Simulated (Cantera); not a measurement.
A Cantera script and its output.

```python
import numpy as np
import cantera as ct

gas = ct.Solution("gri30.yaml")
gas.TPX = 598, 1000000, {'CH4': 1, 'O2': 1.82, 'N2': 6.84, 'H2O': 0.32}
flame = ct.FreeFlame(gas, width=0.008)
flame.set_refine_criteria(ratio=3, slope=0.08, curve=0.16)
flame.transport_model = "mixture-averaged"
flame.solve(loglevel=0, auto=True)
z, T = flame.grid, flame.T
thick = (T[-1] - T[0]) / np.gradient(T, z).max()
show = ['CH4', 'O2', 'H2O', 'CH2CO', 'HO2', 'CH2']
print(f"laminar burning velocity  {flame.velocity[0] * 100:.3f} cm/s")
print(f"burnt temperature         {T[-1]:.1f} K")
print(f"thermal thickness         {thick * 1e3:.4f} mm")
print(f"grid points               {len(z)}")
z0 = z[flame.heat_release_rate.argmax()]
print(f"{'z/mm':>9s}{'T/K':>9s}{'u/(m/s)':>9s}" + "".join(f"{s:>11s}" for s in show))
rows = []
for k in (-3, -2, -1.5, -1, -0.5, -0.25, 0, 0.25, 0.5, 1, 2, 4, 8):
    zz = z0 + k * thick
    rows.append([k * thick, np.interp(zz, z, T), np.interp(zz, z, flame.velocity),
                 *(np.interp(zz, z, flame.X[gas.species_index(s)]) for s in show)])
    print(f"{rows[-1][0] * 1e3:9.3f}{rows[-1][1]:9.1f}{rows[-1][2]:9.3f}" + "".join(f"{x:11.3e}" for x in rows[-1][3:]))
```

Output:

```
laminar burning velocity  46.666 cm/s
burnt temperature         2371.6 K
thermal thickness         0.0727 mm
grid points               143
     z/mm      T/K  u/(m/s)        CH4         O2        H2O      CH2CO        HO2        CH2
   -0.218    599.1    0.468  9.994e-02  1.820e-01  3.225e-02  1.512e-08  1.524e-07  1.708e-18
   -0.145    606.4    0.475  9.913e-02  1.811e-01  3.353e-02  2.156e-07  1.310e-06  6.078e-16
   -0.109    629.5    0.495  9.719e-02  1.791e-01  3.718e-02  1.259e-06  5.394e-06  2.856e-14
   -0.073    748.9    0.592  8.876e-02  1.690e-01  5.329e-02  1.275e-05  3.220e-05  6.775e-12
   -0.036   1216.5    0.975  5.750e-02  1.250e-01  1.069e-01  1.169e-04  1.500e-04  2.131e-08
   -0.018   1631.5    1.316  2.918e-02  8.073e-02  1.507e-01  2.577e-04  1.780e-04  2.254e-06
    0.000   2017.1    1.631  5.466e-03  3.461e-02  1.896e-01  1.672e-04  7.186e-05  4.065e-05
    0.018   2181.2    1.757  2.461e-04  1.244e-02  2.038e-01  1.330e-05  1.752e-05  1.265e-05
    0.036   2240.7    1.797  7.196e-06  6.250e-03  2.070e-01  4.742e-07  8.453e-06  5.720e-07
    0.073   2297.7    1.836  1.815e-08  3.067e-03  2.101e-01  1.263e-09  3.719e-06  1.595e-09
    0.145   2339.8    1.866  6.317e-12  1.406e-03  2.132e-01  4.723e-13  1.338e-06  5.093e-13
    0.291   2362.5    1.882  8.420e-14  6.162e-04  2.151e-01  5.523e-16  4.597e-07  6.540e-15
    0.581   2370.6    1.887  1.010e-13  3.580e-04  2.158e-01  3.542e-16  2.355e-07  5.357e-15
```

Detailed kinetics in Cantera: GRI-Mech 3.0 (53 species, 325 reactions). Burning velocities carry a grid error of a few per cent, more on coarse grids.
